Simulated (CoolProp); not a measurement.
C3F8 (R218) along the isobar 3210 kPa: fugacity coefficient from the reference equation and from simpler models built on Tc = 71.9 °C, pc = 2640 kPa, ω = 0.317; each cubic takes its own stable root.

The numbers come from the reference Helmholtz-energy equation of state, Lemmon 2006 in CoolProp. It is a short technical equation, of lower accuracy than the large ones.

| T (°C) | phase | reference |
|---|---|---|
| -78.85 | liquid | 0.003480 |
| -62.25 | liquid | 0.01008 |
| -45.65 | liquid | 0.02412 |
| -29.05 | liquid | 0.04962 |
| -12.45 | liquid | 0.09056 |
| 4.15 | liquid | 0.1499 |
| 20.75 | liquid | 0.2290 |
| 37.35 | liquid | 0.3267 |
| 53.95 | liquid | 0.4393 |

Problem. How far does each simpler model (van der Waals, Soave-Redlich-Kwong, Peng-Robinson) lie from the reference over these 9 states: mean and median of the absolute difference, and the worst?

Solution. 
- van der Waals: mean 417.6 %, median 175.4 %, worst +1716.1 % at -78.85 °C and 3210 kPa
- Soave-Redlich-Kwong: mean 1.9 %, median 2.2 %, worst +2.8 % at 20.75 °C and 3210 kPa
- Peng-Robinson: mean 1.2 %, median 1.3 %, worst +2.1 % at -78.85 °C and 3210 kPa
